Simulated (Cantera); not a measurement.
Input: 1 mol SiH₄, 20 mol N₂, 4.5 mol H₂, held at 0.133 bar.

Equilibrium computed with Cantera from the NASA thermochemical tables; the gas is ideal and each condensed phase is pure. Candidate condensed phases: Si, Si₃N₄; 18 gas species. Gases not in the tables: Si₂H₆ and higher silanes. The numbers say what is thermodynamically allowed, not how fast it happens.

Over these rows the condensed part is Si₃N₄(s). Partial pressures as log10 of bar:

```tsv
T (K)	1000/T (1/K)	log p Si	log p N₂	log p H₂
1675	0.5970	-7.69	-1.00	-1.47
1725	0.5797	-7.07	-1.00	-1.47
1775	0.5634	-6.48	-1.00	-1.47
1825	0.5479	-5.93	-1.00	-1.48
1875	0.5333	-5.41	-1.00	-1.48
1925	0.5195	?	-1.00	-1.48
```

### Question
Fit log p(Si) = a + b·(1000/T) to the five rows, give the apparent enthalpy, and predict the row at 1925 K.

### Answer
Means: 1000/T = 0.5643, log p = -6.516. Sxy = -0.090850, Sxx = 0.0025372, so b = -35.81 and a = -6.516 − (-35.81)×0.5643 = 13.69.
Apparent enthalpy: −19.145 × (-35.81) = 686 kJ/mol. With the condensed phases at unit activity, 1/3 Si₃N₄(s) = Si(g) + 2/3 N₂(g) links this pressure to the main gases: over the six rows their terms move log p by +0.00 in all, so the slope is close to that reaction's ΔH°. The five rows lie within 0.01 of the line.
Prediction at 1925 K: 13.69 + (-35.81)×0.5195 = -4.91. The computed value is -4.91, 0.00 from the line.
